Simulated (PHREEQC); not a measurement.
HCl is added in steps, without added water, to 1 kg of water holding 0.26 mol KH2PO4, 0.13 mol HF and 3.9e-05 mol NiSO4, at 25 °C. Oxygen is held at 0.21 atm. CO2 from the air is kept out. Solids allowed: Ni(OH)2, Ni3(PO4)2, Ni4(OH)6SO4, Morenosite. Others were left out.

Base run: PHREEQC, ion-association model, wateq4f.dat. Each further column changes one thing. The table gives HSO4- (mol/kgw).

```json
[
 {"HCl added (mol)": "0", "base": "1.67e-6", "Debye-Hückel limiting law": "1.15e-6", "Davies equation for every ion": "1.64e-6", "metal-ligand complexes left out": "2.39e-6", "all activity coefficients set to 1": "1.63e-6"},
 {"HCl added (mol)": "0.01167", "base": "1.99e-6", "Debye-Hückel limiting law": "1.37e-6", "Davies equation for every ion": "1.95e-6", "metal-ligand complexes left out": "2.83e-6", "all activity coefficients set to 1": "1.95e-6"},
 {"HCl added (mol)": "0.02333", "base": "2.34e-6", "Debye-Hückel limiting law": "1.61e-6", "Davies equation for every ion": "2.30e-6", "metal-ligand complexes left out": "3.31e-6", "all activity coefficients set to 1": "2.31e-6"},
 {"HCl added (mol)": "0.04083", "base": "2.93e-6", "Debye-Hückel limiting law": "2.02e-6", "Davies equation for every ion": "2.90e-6", "metal-ligand complexes left out": "4.13e-6", "all activity coefficients set to 1": "2.93e-6"},
 {"HCl added (mol)": "0.0525", "base": "3.38e-6", "Debye-Hückel limiting law": "2.33e-6", "Davies equation for every ion": "3.35e-6", "metal-ligand complexes left out": "4.74e-6", "all activity coefficients set to 1": "3.40e-6"},
 {"HCl added (mol)": "0.06417", "base": "3.87e-6", "Debye-Hückel limiting law": "2.67e-6", "Davies equation for every ion": "3.84e-6", "metal-ligand complexes left out": "5.39e-6", "all activity coefficients set to 1": "3.93e-6"},
 {"HCl added (mol)": "0.07583", "base": "4.41e-6", "Debye-Hückel limiting law": "3.03e-6", "Davies equation for every ion": "4.38e-6", "metal-ligand complexes left out": "6.10e-6", "all activity coefficients set to 1": "4.50e-6"},
 {"HCl added (mol)": "0.0875", "base": "5.00e-6", "Debye-Hückel limiting law": "3.43e-6", "Davies equation for every ion": "4.97e-6", "metal-ligand complexes left out": "6.87e-6", "all activity coefficients set to 1": "5.13e-6"},
 {"HCl added (mol)": "0.09917", "base": "5.63e-6", "Debye-Hückel limiting law": "3.85e-6", "Davies equation for every ion": "5.60e-6", "metal-ligand complexes left out": "7.68e-6", "all activity coefficients set to 1": "?"},
 {"HCl added (mol)": "0.1167", "base": "6.69e-6", "Debye-Hückel limiting law": "4.54e-6", "Davies equation for every ion": "6.66e-6", "metal-ligand complexes left out": "?", "all activity coefficients set to 1": "6.97e-6"},
 {"HCl added (mol)": "0.1283", "base": "7.46e-6", "Debye-Hückel limiting law": "5.03e-6", "Davies equation for every ion": "7.43e-6", "metal-ligand complexes left out": "?", "all activity coefficients set to 1": "7.84e-6"},
 {"HCl added (mol)": "0.14", "base": "8.30e-6", "Debye-Hückel limiting law": "5.55e-6", "Davies equation for every ion": "8.26e-6", "metal-ligand complexes left out": "1.10e-5", "all activity coefficients set to 1": "8.78e-6"}
]
```

**Question.** What belongs in the gaps?

**Answer.** 
- 0.09917, all activity coefficients set to 1: 5.82e-6
- 0.1167, metal-ligand complexes left out: 9.01e-6
- 0.1283, metal-ligand complexes left out: 9.97e-6

wateq4f.dat counts part of the HF as a dimer, H2F2, which phreeqc.dat doesn't know; its constant is uncertain. H3PO4, which wateq4f.dat lacks, is added to it with the constant of phreeqc.dat. The database has no phosphate complexes of Ni.
